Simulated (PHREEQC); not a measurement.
Make-up at 25 °C: 0.017 mol/kgw Cu(BF4)2, 0.013 mol/kgw HBF4 and 0.001 mol/kgw NaCl. Closed to the air; pH follows from the charge balance.

The numbers come from PHREEQC with the ion-association model, phreeqc.dat.

Each row changes one thing in this solution. This is a speciation only: nothing precipitates in the calculation.

```tsv
case	pH	ionic strength (mol/kgw)	BF4- (mol/kgw)	HF (mol/kgw)	BF3OH- (mol/kgw)	H3BO3 (mol/kgw)	SI of Halite (NaCl)
as made	1.99	0.0639	0.0431	0.00845	0.00185	0.00171	-7.77
HBF4 left out	2.80	0.0530	0.0301	0.00521	0.00209	0.00132	-7.76
0.016 mol/kgw HCl added	1.64	0.0786	0.0431	0.00979	0.00159	0.00205	-6.55
diluted 10-fold with water	2.79	0.00691	0.00315	0.00330	0.000351	0.00105	-9.65
Cu(BF4)2 replaced by KHF2 at the same molality	2.52	0.0214	0.0128	0.0261	0.000179	1.86e-6	-7.70
temperature from 25 to 5 °C	1.97	0.0644	0.0438	0.00624	0.00175	0.00123	-7.74
NaCl from 0.001 to 0.002 mol/kgw	1.99	0.0648	0.0431	0.00844	0.00185	0.00171	-7.17
Cu(BF4)2 left out	1.97	0.0129	0.0107	0.00649	0.000607	0.00153	-7.67
```

Away from 25 °C the constants follow the database's enthalpies or fits; those with neither stay at their 25 °C values. Real BF4- forms and hydrolyses slowly; the run takes it at equilibrium.
